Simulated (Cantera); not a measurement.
A perfectly stirred reactor is fed with C₂H₆ : N₂ = 1 : 110 (molar parts), at 1.00 atm; it is held at 1948 K, and followed from long to short residence time.

Cantera simulation using GRI-Mech 3.0 (53 species, 325 reactions); the numbers are that mechanism's predictions, not measurements. GRI-Mech 3.0 stops at C3 and has no aromatics, soot or wall deposition, so with more carbon than oxygen in the feed, carbon stays in small species such as C2H2 where larger ones or solid carbon would form.

One state of this run: x C₂H₆ = 5.19e-7; x HCN = 0.000614; x C₂H = 1.27e-6; x CH₄ = 0.000360; x H = 0.000167; x C₂H₄ = 5.33e-6; x CH₂ = 7.94e-7. x: mole fraction; the columns are a selection and need not sum to one.

Q: Which value of τ (s) does it belong to?
(A) 0.014
(B) 0.14
(C) 0.46
(D) 0.0014

A: B, 0.14
